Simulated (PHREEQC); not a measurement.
Dissolve 44 mmol/kgw ZnSO4, 30 mmol/kgw CaCl2 and 5.3 mmol/kgw NaF at 25 °C. Closed to the air; pH follows from the charge balance.

All values are PHREEQC results (ion-association model, wateq4f.dat), not measurements.

Each row changes one thing in this solution. Precipitation was switched off in this run.

```tsv
case	pH	ionic strength (mol/kgw)	Zn+2 (mol/kgw)	Ca+2 (mol/kgw)	SO4-2 (mol/kgw)	ZnSO4 (mol/kgw)	SI of Gypsum (CaSO4:2H2O)	SI of Zincite(c) (ZnO)
as made	5.71	0.176	0.0275	0.0216	0.0193	0.0125	+0.21	-1.76
NaF left out	5.45	0.171	0.0278	0.0217	0.0191	0.0127	+0.21	-2.27
CaCl2 from 0.03 to 0.006 mol/kgw	5.83	0.115	0.0246	0.00387	0.0205	0.0158	-0.39	?
diluted 10-fold with water	?	0.0216	0.00350	0.00250	0.00303	0.000828	-1.02	?
```

Fill in the missing entries.


- CaCl2 from 0.03 to 0.006 mol/kgw, SI of Zincite(c) (ZnO): -1.51
- diluted 10-fold with water, pH: 5.91
- diluted 10-fold with water, SI of Zincite(c) (ZnO): -2.01

Complexes and solids missing from the database can't appear. Some of these states are supersaturated (in Fluorite, Gypsum, for instance).
